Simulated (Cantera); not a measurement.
Charge: 1 mol Fe, 0.14 mol H2S, 3.4 mol CO, equilibrated at 84.0 Pa.

Points: T (K) = 750, 850, 950, 1050, 1150, 1250, 1350, 1450, 1550, 1650, 1750.

Cantera's Mixture.equilibrate('TP', solver="vcs", rtol=1e-11, max_steps=5000) on the NASA tables stopped like this:

```
ERROR: FAILURE its = 5001!

*******************************************************************************
CanteraError thrown by MultiPhase::equilibrate:
VCS solver failed. Return code: -1
*******************************************************************************
```

### Question
What got this run through?

### Answer
One answer among several that fit: The failure is numerical, not chemical. The same input converged with solver="gibbs", rtol=1e-10, max_steps=50000, and the result passed a check of the equilibrium conditions:
```
log10 of partial pressures in bar; condensed amounts in mol
       T/K        CO       CO2        H2        S2        Fe       H2O         S         H     C(gr)     Fe(a)     Fe(c)     Fe(d)    FeS(c)
       750    -3.223    -3.700    -4.408   -15.578   -20.986    -5.672   -19.702   -14.704    0.6859      0.86         0         0      0.14
       850    -3.101    -4.868    -4.474   -13.040   -17.608    -6.727   -16.669   -12.926    0.0569    0.8601         0         0    0.1399
       950    -3.094    -5.964    -4.479   -11.036   -14.951    -7.602   -14.272   -11.494  0.004675    0.8602         0         0    0.1398
      1050    -3.093    -6.857    -4.479    -9.406   -12.815    -8.314   -12.326   -10.331  0.000594    0.8604         0         0    0.1396
      1150    -3.093    -7.413    -4.480    -8.042   -11.066    -8.724   -10.708    -9.367         0    0.8612         0         0    0.1388
      1250    -3.093    -7.165    -4.481    -6.894    -9.606    -8.358    -9.348    -8.556         0         0    0.8631         0    0.1369
      1350    -3.094    -6.954    -4.484    -5.922    -8.367    -8.050    -8.191    -7.865         0         0    0.8735         0    0.1264
      1450    -3.098    -6.777    -4.491    -5.091    -7.302    -7.794    -7.197    -7.270         0         0    0.9348         0     0.065
      1550    -3.102    -6.834    -4.496    -4.811    -6.378    -7.782    -6.552    -6.750         0         0    0.9982         0         0
      1650    -3.104    -6.979    -4.500    -4.818    -5.568    -7.868    -6.112    -6.291         0         0    0.9883         0         0
      1750    -3.110    -7.083    -4.512    -4.840    -4.856    -7.926    -5.730    -5.889         0         0         0     0.939         0
```

The gas is ideal and each condensed phase is pure. Metal and sulfide melt together well below either melting point, which pure phases cannot show. Mutual solubility and eutectic melting of coexisting phases are not modelled. FeS: taken at fixed stoichiometry. Condensed phases not in the tables: cementite and carbon dissolved in iron. Gases not in the tables: S3 to S7.
